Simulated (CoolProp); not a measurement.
A single-stage vapour-compression cycle with R1132(E): evaporating at 280.15 K (dew point), condensing at 331.15 K (bubble point), superheat 8 K, subcooling 5 K, compressor efficiency 0.65, no pressure losses. Each further row changes one setting.

Model: reference Helmholtz-energy equation of state, Akasaka 2024, in CoolProp.

```tsv
case	cooling COP	pressure ratio	discharge temperature (K)	refrigerating effect (kJ/kg)	volumetric capacity (kJ/m³)
as stated	2.48	3.56	373.2	161	5080
evaporating temperature 285.15 K	2.87	3.08	369.2	___	5960
condensing temperature 326.15 K	2.91	3.19	___	172	___
subcooling 10 K	2.66	3.56	373.2	172	5450
superheat 18 K	2.50	3.56	384.2	172	___
compressor efficiency 0.55	___	3.56	381.7	161	5080
```

Fill in the missing entries.


- evaporating temperature 285.15 K, refrigerating effect (kJ/kg): 163
- condensing temperature 326.15 K, discharge temperature (K): 365.5
- condensing temperature 326.15 K, volumetric capacity (kJ/m³): 5430
- superheat 18 K, volumetric capacity (kJ/m³): 5140
- compressor efficiency 0.55, cooling COP: 2.10
